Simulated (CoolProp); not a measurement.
Vapour-liquid equilibrium of R134a (1) + R123 (2) at 8.49 bar; x and y are mole fractions of (1).

The numbers come from the multi-fluid Helmholtz-energy mixture model, Tillner-Roth 1994 and Younglove 1994; pair parameters Bell 2016 in CoolProp.

```
x      bubble temperature (K)  y at the bubble point  dew temperature at overall composition x (K)  liquid density (mol/L)
-----  ----------------------  ---------------------  --------------------------------------------  ----------------------
0.05                    368.5                  0.178                                         374.5                   8.302
0.125                   357.8                  0.384                                         371.0                   8.620
0.2                     348.8                  0.533                                         367.5                   8.911
0.275                   341.3                  0.639                                         363.7                   9.180
0.35                    335.2                  0.718                                         359.7                   9.432
0.425                   330.0                  0.776                                         355.5                   9.671
0.5                     325.7                  0.822                                         350.9                   9.901
0.575                   321.9                  0.858                                         346.0                   10.13
0.65                    318.7                  0.889                                         340.5                   10.35
0.725                   315.7                  0.915                                         334.5                   10.58
0.8                     313.1                  0.939                                         327.8                   10.82
0.875                   310.6                  0.962                                         320.1                   11.06
0.95                    308.2                  0.985                                         311.9                   11.32
```

No azeotrope shows between x = 0.05 and 0.95.

Pair parameters are fitted to limited data, so mixtures are less certain than the pure fluids. The gap from Raoult's law changes sign with composition, which may be real or a fault of the pair parameters; it wasn't checked against measurements.
